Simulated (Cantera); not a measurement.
Input (Python, Cantera):

```python
import numpy as np
import cantera as ct

gas = ct.Solution("gri30.yaml")
gas.TPX = 400, 101325, {'C3H8': 1, 'O2': 3.85, 'N2': 22}
inlet = ct.Reservoir(gas, clone=True)
gas.equilibrate("HP")  # start burning
reactor = ct.IdealGasConstPressureReactor(gas, energy="on", clone=False)
exhaust = ct.Reservoir(gas, clone=True)
tau = [0.091, 0.029, 0.0095, 0.0031, 0.00099, 0.00032, 0.0001, 3.3e-05, 1.1e-05][0]
for a, b in ((inlet, reactor), (reactor, exhaust)):
    ct.MassFlowController(a, b, mdot=lambda t: reactor.mass / tau)
net = ct.ReactorNet([reactor])
show = ['C3H8', 'O2', 'CH2', 'CH3', 'O']

rows = []
print(f"{'tau/s':>10s}{'T/K':>9s}" + "".join(f"{s:>11s}" for s in show))
for tau in [0.091, 0.029, 0.0095, 0.0031, 0.00099, 0.00032, 0.0001, 3.3e-05, 1.1e-05]:
    net.initial_time = 0.0
    net.advance(30 * tau)
    before = gas.X
    net.advance(40 * tau)
    drift = np.max(np.abs(gas.X - before) / (gas.X + 1e-9))
    rows.append([gas.T, *gas[show].X, drift])
    print(f"{tau:10.3e}{gas.T:9.1f}" + "".join(f"{x:11.3e}" for x in gas[show].X))
```

Output:

```
     tau/s      T/K       C3H8         O2        CH2        CH3          O
 9.100e-02   1793.7  1.189e-06  1.748e-04  7.036e-07  2.716e-05  6.480e-06
 2.900e-02   1786.8  2.527e-06  3.396e-04  1.458e-06  3.904e-05  1.813e-05
 9.500e-03   1776.4  5.631e-06  7.057e-04  2.947e-06  6.314e-05  4.195e-05
 3.100e-03   1758.7  1.390e-05  1.603e-03  6.064e-06  1.163e-04  8.511e-05
 9.900e-04   1719.2  4.124e-05  4.248e-03  1.252e-05  2.400e-04  1.595e-04
 3.200e-04    400.0  3.724e-02  1.434e-01  3.924e-33 -1.056e-19 -9.576e-31
 1.000e-04    400.0  3.724e-02  1.434e-01  2.344e-36 -1.969e-23 -6.921e-34
 3.300e-05    400.0  3.724e-02  1.434e-01  9.724e-37 -1.244e-24 -5.879e-35
 1.100e-05    400.0  3.724e-02  1.434e-01  5.247e-38 -7.857e-26  1.557e-35
```

Detailed kinetics in Cantera: GRI-Mech 3.0 (53 species, 325 reactions). GRI-Mech 3.0 was tuned for natural gas; its chemistry of propane as a main component is partial and can be far from experiment.
